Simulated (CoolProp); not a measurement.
Saturation properties of octamethylcyclotetrasiloxane (D4) (Tc = 313.4 °C, pc = 1347 kPa, ω = 0.598).

Values from CoolProp's reference Helmholtz-energy equation of state, Thol 2015.

| T (°C) | p (kPa) | enthalpy of vaporisation (kJ/kg) | surface tension (mN/m) |
|---|---|---|---|
| 195.15 | 161.7 | 122.9 | 6.14 |
| 200.75 | 183.4 | 120.5 | 5.79 |
| 206.35 | 207.3 | 118.0 | 5.45 |
| 212.05 | 234.1 | 115.4 | 5.10 |
| 217.65 | 262.8 | 112.8 | 4.76 |
| 223.25 | 294.2 | 110.1 | 4.43 |
| 228.85 | 328.4 | 107.3 | 4.10 |
| 234.55 | 366.2 | 104.3 | 3.77 |
| 240.15 | 406.6 | 101.3 | 3.44 |

It boils at 175.7 °C under 1 atm.

Surface tension comes from a separate correlation (Mulero 2014), older than this fluid's equation and unchecked against measurements.
